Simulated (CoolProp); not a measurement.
Vapour-liquid equilibrium of toluene (1) + m-xylene (2) at 544.4 K; x and y are mole fractions of (1).

Model: multi-fluid Helmholtz-energy mixture model, Lemmon 2006 and Zhou 2012; pair parameters Bell 2016, in CoolProp.

Task: Give the bubble pressure and the first vapour's composition at x = 0.45, 0.65, 0.75. Is there an azeotrope?

Result: x = 0.45: 17.70 bar, y = 0.532; x = 0.65: 19.52 bar, y = 0.715; x = 0.75: 20.41 bar, y = 0.799. No azeotrope shows between x = 0.05 and 0.95.

Pair parameters are fitted to limited data, so mixtures are less certain than the pure fluids.
